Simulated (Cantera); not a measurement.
An adiabatic, constant-pressure homogeneous reactor starts with C3H8 : O2 : N2 : H2O = 1 : 13.2 : 49.5 : 1.3 (molar parts), equivalence ratio 0.38, at 1600 K and 3.30 bar.

Model: GRI-Mech 3.0 (53 species, 325 reactions), integrated in Cantera. GRI-Mech 3.0 was tuned for natural gas; its chemistry of propane as a main component is partial and can be far from experiment.

### Question
Predict: time of steepest temperature rise; temperature at 9.00 s; equilibrium temperature; x(O2) at 9.00 s; x(H2O) at 9.00 s; x(O) at 9.00 s; x(H2) at 9.00 s; x(H) at 9.00 s.

### Answer
| Item | Value |
|---|---|
| time of steepest temperature rise | 15.1 µs |
| temperature at 9.00 s | 2342 K |
| equilibrium temperature | 2342 K |
| x(O2) at 9.00 s | 0.117 (gas-phase equilibrium 0.117) |
| x(H2O) at 9.00 s | 0.0773 (gas-phase equilibrium 0.0773) |
| x(O) at 9.00 s | 0.00119 (gas-phase equilibrium 0.00119) |
| x(H2) at 9.00 s | 0.000330 (gas-phase equilibrium 0.000330) |
| x(H) at 9.00 s | 0.000121 (gas-phase equilibrium 0.000121) |
